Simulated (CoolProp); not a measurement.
Dry air at 293.15 K and 8.87 MPa is throttled through a valve to 3.5 MPa with no heat exchange. Each further row changes one setting.

Values from CoolProp's reference Helmholtz-energy equation of state, Lemmon 2000. It is a pseudo-pure fit of the blend.

```csv
case,temperature change (K),final phase,final density (kg/m³)
as stated,-10.5,gas,43.7
outlet pressure 1.05 MPa,-16.4,gas,13.3
outlet pressure 4.55 MPa,-8.2,supercritical,56.5
```
